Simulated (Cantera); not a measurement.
What does this Cantera script print?

```python
import numpy as np
import cantera as ct

surf = ct.Interface("ptcombust.yaml", "Pt_surf")
gas = surf.adjacent["gas"]
gas.TPX = 300, 2200, {'CH4': 0.022, 'O2': 0.11, 'N2': 0.79}
jet = ct.ImpingingJet(gas=gas, width=0.067, surface=surf)
jet.inlet.mdot, jet.inlet.T, jet.inlet.X = 0.068, 300, {'CH4': 0.022, 'O2': 0.11, 'N2': 0.79}
jet.set_refine_criteria(ratio=10, slope=0.2, curve=0.3)
show, cover = ['CH4', 'O2', 'H2O', 'OH', 'CO', 'CO2'], ["PT(S)", "H(S)", "O(S)", "OH(S)", "CO(S)", "C(S)"]

rows = []
print(f"{'Ts/K':>7s}" + "".join(f"{s:>11s}" for s in show + cover) + "   (gas at the wall, coverages)")
for i, Ts in enumerate([900, 950, 1000, 1050, 1100, 1150, 1200, 1250]):
    jet.surface.T = Ts
    if i == 0:
        surf.TP = Ts, 2200
        surf.coverages = "PT(S):0.5, O(S):0.5"
        surf.advance_coverages(1.0)
        jet.set_initial_guess(products="inlet")
    jet.solve(loglevel=0, auto=(i == 0))
    rows.append([*(jet.X[gas.species_index(s), -1] for s in show), *surf[cover].coverages])
    print(f"{Ts:7g}" + "".join(f"{x:11.3e}" for x in rows[-1]))
```

Result:

```
   Ts/K        CH4         O2        H2O         OH         CO        CO2      PT(S)       H(S)       O(S)      OH(S)      CO(S)       C(S)   (gas at the wall, coverages)
    900  1.854e-02  1.080e-01  9.935e-03  3.386e-08  8.500e-06  6.517e-03  2.761e-01  4.144e-08  7.234e-01  4.442e-04  4.892e-06  1.742e-08
    950  1.603e-02  1.026e-01  1.458e-02  1.119e-07  1.029e-05  9.587e-03  3.529e-01  1.023e-07  6.466e-01  4.689e-04  3.871e-06  1.854e-08
   1000  1.367e-02  9.760e-02  1.893e-02  3.170e-07  1.207e-05  1.246e-02  4.297e-01  2.160e-07  5.698e-01  4.602e-04  2.954e-06  1.848e-08
   1050  1.165e-02  9.333e-02  2.262e-02  7.852e-07  1.400e-05  1.491e-02  5.045e-01  4.079e-07  4.951e-01  4.298e-04  2.242e-06  1.786e-08
   1100  1.004e-02  8.993e-02  2.555e-02  1.745e-06  1.628e-05  1.686e-02  5.749e-01  7.055e-07  4.247e-01  3.877e-04  1.720e-06  1.706e-08
   1150  8.769e-03  8.728e-02  2.782e-02  3.541e-06  1.917e-05  1.836e-02  6.404e-01  1.146e-06  3.593e-01  3.415e-04  1.351e-06  1.638e-08
   1200  7.824e-03  8.528e-02  2.944e-02  6.640e-06  2.302e-05  1.955e-02  7.000e-01  1.768e-06  2.997e-01  2.951e-04  1.098e-06  1.601e-08
   1250  7.084e-03  8.379e-02  3.070e-02  1.168e-05  2.807e-05  2.038e-02  7.525e-01  2.616e-06  2.472e-01  2.520e-04  9.160e-07  1.581e-08
```

Computed with Cantera and Deutschmann's 1995 Pt surface mechanism with GRI-Mech 3.0 gas chemistry. Catalytic surfaces can have several steady states; this one follows from the mechanism file's or the stated starting coverage.
